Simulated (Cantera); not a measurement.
Feed: 1 mol Si, 8.6 mol HF, equilibrated at 1350 K and 0.133 bar.

Method: chemical equilibrium by Gibbs-energy minimisation in Cantera with the NASA 1993 tables (ideal gas, pure condensed phases). Candidate condensed phases: Si; 25 gas species. The tables' values for SiF₃ are old estimates; treat these amounts as uncertain. The numbers say what is thermodynamically allowed, not how fast it happens.

Base state: HF 0.605, H₂ 0.263, SiF₄ 0.132, SiF₃ 1.06e-5 (mole fractions); condensed: gas only.

Task: What changes in the equilibrium state with this change: HF from 8.6 to 3 mol?

Result: 
```
species      before     after
----------  -------  --------
H₂            0.263     0.653
SiF₄          0.132     0.299
SiHF₃       8.46e-6    0.0247
HF            0.605   0.00117
SiF₃        1.06e-5    0.0197
SiF₂          <1e-9  0.000987
SiH₂F₂        <1e-9  0.000958
SiH₃F         <1e-9   1.00e-5
Si(s), mol        0     0.224
```
The tables' values for SiF₃, SiF₂ are old estimates; treat these amounts as uncertain.
